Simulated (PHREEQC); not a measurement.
0.2 g of hydrous ferric oxide (600 m²/g; 0.2 weak and 0.005 strong sites per Fe, Dzombak-Morel constants, diffuse double layer) in 1 kg of water with 0.3 mol/kgw of an inert sodium salt and 6.7e-07 mol NaF, at 25 °C; the pH is set by adding NaOH or the inert anion's acid. O2 is buffered at 0.21 atm. CO2 from the air is kept out. Nothing may precipitate in this run.

All values are PHREEQC results (ion-association model, wateq4f.dat), not measurements.

```csv
pH,F sorbed (%),surface charge σ (C/m²),surface potential ψ (mV)
4,45.2,0.349,123
4.5,43.2,0.318,118
5,37.2,0.269,110
5.5,28.4,0.210,98
6,18.8,0.154,83
6.5,10.9,0.106,65
7,5.6,0.066,46
7.5,2.6,0.034,26
8,1.1,0.006,5
8.5,0.5,-0.021,-17
9,0.2,-0.051,-38
9.5,0.1,-0.087,-57
10,0.0,-0.132,-75
```

Complexes and solids missing from the database can't appear.
